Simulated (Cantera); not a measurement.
Thermodynamics of chemical vapour transport, feed PbO + H₂O + O₂

Input: 1 mol PbO, 0.052 mol H₂O, 1.1 mol O₂, at 23.0 mbar.

Equilibrium computed with Cantera from the NASA thermochemical tables; the gas is ideal and each condensed phase is pure. Candidate condensed phases: H₂O, Pb, PbO, PbO₂, Pb₃O₄; 12 gas species. Gases not in the tables: (PbO)n polymers. Rates play no part.

From 898 K to 1148 K the condensed part is PbO(yellow). From 1198 K to 1298 K the condensed part is PbO(l).

| T (K) | log p O₂ | log p H₂O | log p PbO | log p Pb | n PbO(yellow) | n PbO(l) |
|---|---|---|---|---|---|---|
| 898 | -1.66 | -2.98 | -8.16 | -12.58 | 1.00 | 0 |
| 948 | -1.66 | -2.98 | -7.31 | -11.34 | 1.000 | 0 |
| 998 | -1.66 | -2.98 | -6.55 | -10.23 | 1.000 | 0 |
| 1048 | -1.66 | -2.98 | -5.86 | -9.23 | 1.000 | 0 |
| 1098 | -1.66 | -2.98 | -5.23 | -8.32 | 1.000 | 0 |
| 1148 | -1.66 | -2.98 | -4.66 | -7.49 | 0.999 | 0 |
| 1198 | -1.66 | -2.99 | -4.18 | -6.77 | 0 | 0.997 |
| 1248 | -1.66 | -2.99 | -3.75 | -6.12 | 0 | 0.991 |
| 1298 | -1.67 | -2.99 | -3.36 | -5.52 | 0 | 0.978 |
log p: log10 of the partial pressure in bar; n: condensed amount in mol.
